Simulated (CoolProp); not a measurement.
Computed with CoolProp (reference Helmholtz-energy equation of state, Thol 2014).

**Question.** For diethyl ether, give the phase and the speed of sound (m/s), Joule-Thomson coefficient (K/MPa) at 494.1 K and 0.0812 MPa; 521.1 K and 0.0812 MPa; 534.5 K and 0.0812 MPa.

**Answer.** 
- 494.1 K and 0.0812 MPa: gas; speed of sound 240, Joule-Thomson coefficient 6.68
- 521.1 K and 0.0812 MPa: gas; speed of sound 247, Joule-Thomson coefficient 5.74
- 534.5 K and 0.0812 MPa: gas; speed of sound 250, Joule-Thomson coefficient 5.35
